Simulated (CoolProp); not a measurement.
Values from CoolProp's reference Helmholtz-energy equation of state, Lemmon 2005.

Problem. Give the vapour pressure (MPa), liquid density (kg/m³), enthalpy of vaporisation (kJ/kg), vapour Z of saturated R125 at -54.95, -9.75 °C.

Solution. 
```json
[
 {"T (°C)": "-54.95", "p (MPa)": "0.0715", "liquid density (kg/m³)": "1540", "enthalpy of vaporisation (kJ/kg)": "168", "vapour Z": "0.966"},
 {"T (°C)": "-9.75", "p (MPa)": "0.487", "liquid density (kg/m³)": "1360", "enthalpy of vaporisation (kJ/kg)": "140", "vapour Z": "0.874"}
]
```
